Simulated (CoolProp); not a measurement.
R1233zd(E) along the isobar 4580 kPa: fugacity coefficient from the reference equation and from simpler models built on Tc = 165.7 °C, pc = 3583 kPa, ω = 0.304; each cubic takes its own stable root.

The numbers come from the reference Helmholtz-energy equation of state, Akasaka 2022 in CoolProp.

| T (°C) | phase | reference | Soave-Redlich-Kwong | Peng-Robinson |
|---|---|---|---|---|
| -41.15 | liquid | 0.001463 | 0.001456 | 0.001506 |
| -23.05 | liquid | 0.004202 | 0.004205 | 0.004254 |
| -4.85 | liquid | 0.01019 | 0.01028 | 0.01022 |
| 13.35 | liquid | 0.02149 | 0.02186 | 0.02146 |
| 31.45 | liquid | 0.04036 | 0.04138 | 0.04027 |
| 49.65 | liquid | 0.06936 | 0.07162 | 0.06926 |
| 67.85 | liquid | 0.1104 | 0.1147 | 0.1104 |
| 86.05 | liquid | 0.1647 | 0.1718 | 0.1650 |
| 104.15 | liquid | 0.2321 | 0.2427 | 0.2328 |
| 122.35 | liquid | 0.3123 | 0.3268 | 0.3132 |
| 140.55 | liquid | 0.4028 | 0.4205 | 0.4032 |
| 158.65 | liquid | 0.4988 | 0.5178 | 0.4968 |
| 176.85 | supercritical | 0.5932 | 0.6095 | 0.5851 |
